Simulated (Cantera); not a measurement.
# Hydrogen reduction and annealing atmospheres: Al₂O₃ + H₂ + N₂

A closed system holds: 1 mol Al₂O₃, 150 mol H₂, 5.4 mol N₂, at 798.15 K and 28.0 Pa.

Equilibrium computed with Cantera from the NASA thermochemical tables; the gas is ideal and each condensed phase is pure. Candidate condensed phases: Al, AlN, Al₂O₃, H₂O; 35 gas species. The numbers say what is thermodynamically allowed, not how fast it happens.

```
Property                             Result
--------------------------------  ---------
x(H₂)                                 0.965
x(N₂)                                0.0347
n(Al₂O₃(s))                        1.00 mol
gas amount                        155.4 mol
log10 activity of Al(s) (absent)     -12.81
```
